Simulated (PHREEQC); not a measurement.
Make-up at 27 °C: 9.9e-05 mol/kgw PbCl2 and 0.26 mol/kgw HNO3. Closed to the air; pH follows from the charge balance.

Model: ion-association model, phreeqc.dat, run in PHREEQC.

The pH is 0.69. The ionic strength is 0.260 mol/kgw and the activity of water is 0.991. The specific conductance is 87900 µS/cm. The density comes out as 1.005 g/cm³ and the total alkalinity is -260 meq/kg.

```csv
species,molality,activity,log γ
H+,0.260,0.205,-0.104
NO3-,0.260,0.174,-0.174
Cl-,0.000198,0.000138,-0.158
PbNO3+,5.01e-5,3.69e-5,-0.133
Pb+2,4.87e-5,1.43e-5,-0.532
PbCl+,1.12e-7,8.24e-8,-0.133
```

Precipitation was switched off in this run.
